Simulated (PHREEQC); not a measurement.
PHREEQC input (ion-association model, wateq4f.dat):

```
SOLUTION_MASTER_SPECIES
  An  An-  0  An  62.0  # stands for a non-complexing anion
SOLUTION_SPECIES
  An- = An-
    -log_k 0
    -gamma 3.0 0
PHASES
  Fix_H+
    H+ = H+
    -log_k 0
SOLUTION 1
  temp 25
  units mmol/kgw
  pH 7 charge
  Cl 3.6
  Sr 1.8
  Na 100
  An 100
END
SELECTED_OUTPUT 1
  -reset false
  -pH true
  -pe true
  -ionic_strength true
  -water true
  -totals Cl Na Sr
  -molalities Hfo_wOH Hfo_wOH2+ Hfo_wO- Hfo_sOH Hfo_sOH2+ Hfo_sO- Hfo_sOHSr+2 Hfo_wOSr+ Hfo_wOSrOH
  -saturation_indices Halite
USER_PUNCH 1
  -headings sigma psi
  10 PUNCH EDL("sigma", "Hfo"), EDL("psi", "Hfo")
PRINT
  -reset false
USE solution 1
SURFACE 1
  Hfo_wOH 0.00696629 600 3.1
  Hfo_sOH 0.000174157
EQUILIBRIUM_PHASES 1
  Fix_H+ -3 HAn 10
    -force_equality true
  O2(g) -0.68 10
END
# ... the last block is repeated for the other 16 points of pH, with NaOH or the acid as the point needs
```

Selected output (columns that matter, 14 of 17 rows; pH added in front):

```
pH	mu	Cl	Na	Sr	m_Hfo_wOH	m_Hfo_wOH2+	m_Hfo_wO-	m_Hfo_sOH	m_Hfo_sOH2+	m_Hfo_sO-	m_Hfo_sOHSr+2	si_Halite	sigma	psi
3	0.11012	0.0036	0.1	0.0018	0.00012332	0.0068429	5.0916e-08	3.0831e-06	0.00017107	1.2729e-09	1.7607e-09	-5.2562	0.36387	0.1506
3.38	0.10934	0.0036	0.1	0.0018	0.00027821	0.0066878	2.6513e-07	6.955e-06	0.00016719	6.6281e-09	4.2986e-09	-5.2556	0.35561	0.14961
3.75	0.10889	0.0036	0.1	0.0018	0.00057213	0.006393	1.173e-06	1.4302e-05	0.00015981	2.9323e-08	1.0508e-08	-5.2553	0.33989	0.1474
4.5	0.1081	0.0036	0.1	0.0017999	0.0017472	0.0052057	1.3433e-05	4.3661e-05	0.00013009	3.3569e-07	7.2272e-08	-5.2548	0.2761	0.137
4.88	0.10766	0.0036	0.1	0.0017998	0.0025304	0.0044026	3.3317e-05	6.3185e-05	0.00010993	8.3194e-07	2.0546e-07	-5.2544	0.23235	0.12834
5.25	0.10723	0.0036	0.1	0.0017994	0.0032735	0.003625	6.772e-05	8.156e-05	9.0319e-05	1.6873e-06	5.9092e-07	-5.2541	0.18921	0.11806
5.62	0.10684	0.0036	0.1	0.0017982	0.0039198	0.0029262	0.00012029	9.7008e-05	7.2416e-05	2.977e-06	1.7559e-06	-5.2539	0.14935	0.1063
6.38	0.10616	0.0036	0.1	0.001783	0.0048331	0.0018427	0.0002904	0.00010908	4.1587e-05	6.5541e-06	1.6939e-05	-5.2534	0.084109	0.078605
6.75	0.10585	0.0036	0.1	0.0017544	0.0050943	0.0014661	0.00040552	9.4331e-05	2.7147e-05	7.5091e-06	4.5169e-05	-5.2532	0.060746	0.063944
7.12	0.10552	0.0036	0.1	0.0017055	0.0052582	0.0011605	0.0005458	6.1533e-05	1.358e-05	6.3871e-06	9.2657e-05	-5.2529	0.041969	0.048875
7.5	0.10521	0.0036	0.1	0.0016531	0.0053307	0.00091999	0.0007076	2.702e-05	4.6632e-06	3.5866e-06	0.00013889	-5.2527	0.025898	0.032713
8.25	0.10509	0.0036	0.10063	0.0014872	0.0051812	0.00057712	0.0010656	2.7977e-06	3.1163e-07	5.754e-07	0.00017047	-5.2499	-0.00029916	-0.00040417
8.62	0.10491	0.0035999	0.1014	0.0012025	0.0047946	0.0003875	0.001359	1.2097e-06	9.7765e-08	3.4289e-07	0.0001725	-5.2465	-0.010521	-0.014051
9	0.10456	0.0035998	0.10245	0.00076506	0.0040957	0.00021419	0.0017942	7.9055e-07	4.1342e-08	3.4631e-07	0.00017297	-5.2417	-0.019482	-0.025346
```

Complexes and solids missing from the database can't appear. The oxide is taken as insoluble; below pH 4 it would dissolve.
